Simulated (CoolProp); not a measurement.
CH3F (R41) along the isobar 1.54 MPa: Z from the reference equation and from simpler models built on Tc = 44.1 °C, pc = 5.906 MPa, ω = 0.200; each cubic takes its own stable root.

The numbers come from the reference Helmholtz-energy equation of state, Lemmon 2006 in CoolProp. It is a short technical equation, of lower accuracy than the large ones.

| T (°C) | phase | reference |
|---|---|---|
| -90.35 | liquid | 0.03800 |
| -76.05 | liquid | 0.03641 |
| -61.85 | liquid | 0.03519 |
| -47.55 | liquid | 0.03428 |
| -33.25 | liquid | 0.03371 |
| -18.95 | liquid | 0.03353 |
| -4.65 | gas | 0.7873 |
| 9.65 | gas | 0.8303 |
| 23.85 | gas | 0.8606 |
| 38.15 | gas | 0.8834 |
| 52.45 | gas | 0.9011 |
| 66.75 | gas | 0.9153 |
| 81.05 | gas | 0.9268 |

Problem. How far does each simpler model (van der Waals, Peng-Robinson) lie from the reference over these 13 states: mean and median of the absolute difference, and the worst?

Solution. 
- van der Waals: mean 396.3 %, median 10.5 %, worst +2430.3 % at -18.95 °C and 1.54 MPa
- Peng-Robinson: mean 6.1 %, median 3.7 %, worst +13.1 % at -18.95 °C and 1.54 MPa

At some of these states van der Waals gives the other phase, because its saturation line lies elsewhere.
